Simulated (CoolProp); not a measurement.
The numbers come from the reference Helmholtz-energy equation of state, Thol 2021 in CoolProp.

Task: Give the vapour pressure (kPa), liquid density (kg/m³), vapour density (kg/m³), enthalpy of vaporisation (kJ/kg) of saturated chlorine at 303.3 K.

Result: 
```
T (K)  p (kPa)  liquid density (kg/m³)  vapour density (kg/m³)  enthalpy of vaporisation (kJ/kg)
-----  -------  ----------------------  ----------------------  --------------------------------
303.3      890                    1380                    28.3                               244
```
